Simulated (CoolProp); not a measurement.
Vapour-liquid equilibrium of n-octane (1) + o-xylene (2) at 11.5 bar; x and y are mole fractions of (1).

Model: multi-fluid Helmholtz-energy mixture model, Beckmüller 2019 and Zhou 2012; pair parameters Bell 2016, in CoolProp.

| x | bubble temperature (°C) | y at the bubble point | dew temperature at overall composition x (°C) | liquid density (mol/L) |
|---|---|---|---|---|
| 0.05 | 265.5 | ___ | 265.9 | ___ |
| 0.2 | 261.0 | 0.249 | 262.2 | 5.471 |
| 0.35 | 257.0 | 0.413 | 258.5 | 5.178 |
| 0.5 | ___ | 0.563 | ___ | 4.903 |
| 0.65 | 249.9 | 0.702 | ___ | 4.644 |
| 0.8 | 246.7 | ___ | 247.5 | 4.401 |
| 0.95 | 243.8 | 0.959 | 244.0 | 4.172 |

What belongs in the gaps?


- 0.05, y at the bubble point: 0.066
- 0.05, liquid density (mol/L): 5.783
- 0.5, bubble temperature (°C): 253.3
- 0.5, dew temperature at overall composition x (°C): 254.8
- 0.65, dew temperature at overall composition x (°C): 251.1
- 0.8, y at the bubble point: 0.833

No azeotrope shows between x = 0.05 and 0.95.

The pair parameters rest on a limited set of measurements; away from them the model extrapolates.
